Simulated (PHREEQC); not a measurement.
Dissolve 0.075 mol/kgw HF, 0.041 mol/kgw CsF and 0.12 mol/kgw H2SO4 at 16 °C. Closed to the air; pH follows from the charge balance.

The numbers come from PHREEQC with the ion-association model, wateq4f.dat.

Problem. The ionic strength comes out as 0.182 mol/kgw. What activity coefficients do HSO4-, H+, F-, SO4-2, Cs+ get?

Solution. HSO4- 0.74, H+ 0.80, F- 0.72, SO4-2 0.31, Cs+ 0.75.

Precipitation was switched off in this run. wateq4f.dat counts part of the HF as a dimer, H2F2, which phreeqc.dat doesn't know; its constant is uncertain.
